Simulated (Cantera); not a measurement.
Feed: 1 mol Si2Cl6, a varied amount of NH3, 0.57 mol H2, held at 850 K and 1.00 bar.

Equilibrium computed with Cantera from the NASA thermochemical tables; the gas is ideal and each condensed phase is pure. Candidate condensed phases: NH4Cl, Si, Si3N4; 28 gas species. The feed counts by its element totals alone. Kinetics and transport are ignored.

What share of the Si ends up in condensed phases as a function of n(NH3) (mol), at 0.11, 0.23, 0.5, 1.1, 2.3, 5.1, 11, 24?


```tsv
n(NH3) (mol)	Si condensed (%)	as
0.11	21.6	Si(s) + Si3N4(s)
0.23	21.2	Si(s) + Si3N4(s)
0.5	20.6	Si(s) + Si3N4(s)
1.1	37.9	Si3N4(s)
2.3	50.2	Si3N4(s)
5.1	67.9	Si3N4(s)
11	87.8	Si3N4(s)
24	98.2	Si3N4(s)
```
